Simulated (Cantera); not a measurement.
A closed system holds: 1 mol Si, 0.014 mol H2O, 770 mol N2, at 1950 °C and 743 Torr.

Cantera equilibrium calculation (NASA polynomials, part measured and part estimated; ideal gas, pure solids and liquids). Candidate condensed phases: H2O, Si, SiO2, Si2N2O, Si3N4; 35 gas species. The tables' values for SiN are old estimates; treat these amounts as uncertain. Kinetics and transport are ignored.

Base state: N2 0.999, Si 0.000465, Si2N 8.10e-5, SiN 7.47e-5, H 1.88e-5, SiO 1.82e-5 (mole fractions); condensed: Si(l).

Q: What changes in the equilibrium state with this change: temperature from 1950 °C to 1302 °C?

A: 
| species | before | after |
|---|---|---|
| N2 | 0.999 | 1.000 |
| H2 | 8.49e-6 | 1.81e-5 |
| SiO | 1.82e-5 | 2.87e-7 |
| Si | 0.000465 | <1e-9 |
| Si2N | 8.10e-5 | <1e-9 |
| SiN | 7.47e-5 | <1e-9 |
| H | 1.88e-5 | 1.78e-7 |
| Si(l), mol | 0.429 | 0 |
| Si2N2O(s), mol | 0 | 0.0138 |
| Si3N4(s), mol | 0 | 0.324 |
Mutual solubility and eutectic melting of coexisting phases are not modelled.
